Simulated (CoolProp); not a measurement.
A simple Rankine cycle with methanol: condensing at 327.15 K, boiler at 0.364 MPa, turbine inlet 524.1 K, turbine efficiency 0.8, pump efficiency 0.8, no recuperator. Each further row changes one setting.

Model: reference Helmholtz-energy equation of state, de Reuck 1993, in CoolProp.

```
case                             thermal efficiency (%)  net work (kJ/kg)  heat in (kJ/kg)  turbine exit temperature (K)  volume ratio over the turbine
-------------------------------  ----------------------  ----------------  ---------------  ----------------------------  -----------------------------
as stated                                          11.0               163             1480                         431.6                           4.57
turbine inlet 544.1 K                              11.2               170             1520                         450.6                           4.59
condensing temperature 319.15 K                    12.8               191             1500                         414.3                           6.21
boiler pressure 0.255 MPa                           9.0               132             1480                         450.2                           3.33
turbine efficiency 0.7                              9.6               142             1480                         443.3                           4.70
```
